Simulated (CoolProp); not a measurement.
Vapour-liquid equilibrium of dimethyl ether (1) + R236EA (2) at 387 kPa; x and y are mole fractions of (1).

Computed with CoolProp (multi-fluid Helmholtz-energy mixture model, Wu 2011 and Rui 2013; pair parameters Bell 2016).

```tsv
x	bubble temperature (K)	y at the bubble point	dew temperature at overall composition x (K)	liquid density (mol/L)
0.05	317.4	0.057	317.4	9.160
0.15	316.7	0.179	316.9	9.591
0.25	315.4	0.315	316.1	10.06
0.35	313.3	0.463	315.0	10.57
0.45	310.1	0.612	313.5	11.12
0.55	305.9	0.747	311.6	11.73
0.65	300.9	0.855	309.1	12.39
0.75	295.5	0.929	305.8	13.08
0.85	290.3	0.972	301.2	13.78
0.95	286.0	0.994	293.3	14.49
```

No azeotrope shows between x = 0.05 and 0.95.

The pair parameters rest on a limited set of measurements; away from them the model extrapolates.
